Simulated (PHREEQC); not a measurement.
Dissolve 0.22 mol/kgw HCl, 0.00616 mol/kgw NaCl and 0.00031 mol/kgw MnSO4 at 30 °C. Closed to the air; pH follows from the charge balance.

Computed with PHREEQC (ion-association model, wateq4f.dat).

| Quantity | Result |
|---|---|
| pH | 0.76 |
| ionic strength | 0.227 mol/kgw |
| activity of water | 0.992 |
| total alkalinity | -220 meq/kg |

| species | molality | activity | log γ |
|---|---|---|---|
| Cl- | 0.226 | 0.158 | -0.155 |
| H+ | 0.220 | 0.174 | -0.102 |
| Na+ | 0.00616 | 0.00453 | -0.134 |
| HSO4- | 0.000272 | 0.000196 | -0.144 |
| Mn+2 | 0.000240 | 7.51e-5 | -0.505 |
| MnCl+ | 6.64e-5 | 4.84e-5 | -0.137 |
| SO4-2 | 3.74e-5 | 1.03e-5 | -0.558 |
| MnCl2 | 3.18e-6 | 3.35e-6 | 0.023 |

Precipitation was switched off in this run. Species that the database lacks are ignored.
